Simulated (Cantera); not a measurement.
Mixture: 4.67 % CH₄, 0.453 % CO, 19.9 % O₂, 74.6 % N₂, 0.317 % C₂H₆, equivalence ratio 0.54, at 7500 Torr, adiabatic and at constant volume. Ignition delay is the time to a rise of 400 K.

Model: GRI-Mech 3.0 (53 species, 325 reactions), integrated in Cantera.

**Question.** Predict: delay at 1073 K; delay at 1173 K; delay at 1273 K; delay at 1373 K; apparent activation energy between 1323 and 1423 K.

**Answer.** 
| Item | Result |
|---|---|
| delay at 1073 K | 8.00 ms |
| delay at 1173 K | 1.83 ms |
| delay at 1273 K | 0.545 ms |
| delay at 1373 K | 0.192 ms |
| apparent activation energy between 1323 and 1423 K | 150 kJ/mol |
